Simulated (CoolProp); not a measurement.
A closed Brayton cycle with dry air: compressor inlet 306.15 K and 3.4 MPa, high pressure 11.3 MPa, turbine inlet 790 K, compressor efficiency 0.8, turbine efficiency 0.85, recuperator effectiveness 0.9 (on enthalpy, no pinch check). Each further row changes one setting.

Computed with CoolProp (reference Helmholtz-energy equation of state, Lemmon 2000). It is a pseudo-pure fit of the blend.

```
case                           thermal efficiency (%)  net work (kJ/kg)  compressor to turbine work  compressor exit (K)  turbine exit (K)
-----------------------------  ----------------------  ----------------  --------------------------  -------------------  ----------------
as stated                                        19.4              43.0                        0.79                463.3             605.1
turbine inlet 740 K                              14.6                 ?                        0.84                463.3             565.1
compressor inlet 316.15 K                        17.1              37.5                           ?                478.2             605.1
high pressure 9.61 MPa                           21.9                 ?                        0.75                438.9             627.1
recuperator effectiveness 0.5                       ?              43.0                        0.79                463.3             605.1
```

Problem. Fill in the missing entries.

Solution. 
- turbine inlet 740 K, net work (kJ/kg): 29.9
- compressor inlet 316.15 K, compressor to turbine work: 0.82
- high pressure 9.61 MPa, net work (kJ/kg): 44.3
- recuperator effectiveness 0.5, thermal efficiency (%): 15.3
